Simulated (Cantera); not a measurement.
An isothermal plug-flow reactor at 1075 K and 1.00 bar (inlet), inlet velocity 0.17 m/s, active area per volume 160 1/m; feed CH4 : O2 : N2 = 0.0072 : 0.11 : 0.79 (molar parts), equivalence ratio 0.13.

Detailed kinetics in Cantera: Deutschmann's 1995 Pt surface mechanism with GRI-Mech 3.0 gas chemistry. Catalytic surfaces can have several steady states; this one follows from the mechanism file's or the stated starting coverage. Mass transfer to the wall is taken as infinitely fast.

**Question.** What does this change do: N2 0.79 to 1.1 parts?

**Answer.** 
```csv
quantity,before,after
x(CH4) at z = 0.0092 m,0.00204,0.00124
x(O2) at z = 0.0092 m,0.110,0.0812
x(H2O) at z = 0.0092 m,0.0116,0.00920
x(CO2) at z = 0.0092 m,0.00573,0.00456
x(CO) at z = 0.0092 m,2.16e-6,1.22e-6
θ(free Pt) at the exit,0.274,0.292
θ(O*) at the exit,0.725,0.707
θ(OH*) at the exit,0.00169,0.00154
```

**Question.** What does this change do: inlet velocity 0.17 to 0.097 m/s?

**Answer.** 
```json
[
 {"quantity": "x(CH4) at z = 0.0092 m", "before": "0.00204", "after": "0.000639"},
 {"quantity": "x(O2) at z = 0.0092 m", "before": "0.110", "after": "0.107"},
 {"quantity": "x(H2O) at z = 0.0092 m", "before": "0.0116", "after": "0.0144"},
 {"quantity": "x(CO2) at z = 0.0092 m", "before": "0.00573", "after": "0.00711"},
 {"quantity": "x(CO) at z = 0.0092 m", "before": "2.16e-6", "after": "1.46e-6"},
 {"quantity": "θ(free Pt) at the exit", "before": "0.274", "after": "0.275"},
 {"quantity": "θ(O*) at the exit", "before": "0.725", "after": "0.724"},
 {"quantity": "θ(OH*) at the exit", "before": "0.00169", "after": "0.00188"}
]
```
